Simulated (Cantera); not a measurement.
Input: 1 mol Si, 4.4 mol Br₂, 1.3 mol N₂, equilibrated at 952 °C and 4.70e-5 bar.

Cantera equilibrium calculation (NASA polynomials, part measured and part estimated; ideal gas, pure solids and liquids). Candidate condensed phases: Br₂, Si, Si₃N₄; 13 gas species. The tables' values for SiBr₃ are old estimates; treat these amounts as uncertain. Kinetics and transport are ignored.

Base state: Br 0.667, N₂ 0.183, SiBr₄ 0.136, Br₂ 0.00827, SiBr₃ 0.00228, SiBr₂ 0.00228 (mole fractions); condensed: gas only.

What changes in the equilibrium state with this change: 0.88 mol H₂O added?


| species | before | after |
|---|---|---|
| Br | 0.667 | 0.564 |
| HBr | 0 | 0.209 |
| N₂ | 0.183 | 0.155 |
| SiBr₄ | 0.136 | 0.0638 |
| H₂ | 0 | 3.66e-5 |
| SiO | 0 | 1.97e-5 |
| SiBr₃ | 0.00228 | 0.00126 |
| SiBr₂ | 0.00228 | 0.00149 |
| Br₂ | 0.00827 | 0.00590 |
| SiO₂(β-quartz), mol | 0 | 0.440 |
The tables hold silica as quartz up to 1696 K and as liquid above; real silica turns to tridymite and cristobalite and melts near 1996 K. Further candidate phases: H₂O, SiO₂, Si₂N₂O.

What changes in the equilibrium state with this change: temperature from 952 °C to 925 °C?


```tsv
species	before	after
Br	0.667	0.660
N₂	0.183	0.185
SiBr₄	0.136	0.140
Br₂	0.00827	0.0125
SiBr₂	0.00228	0.000660
SiBr₃	0.00228	0.00116
```
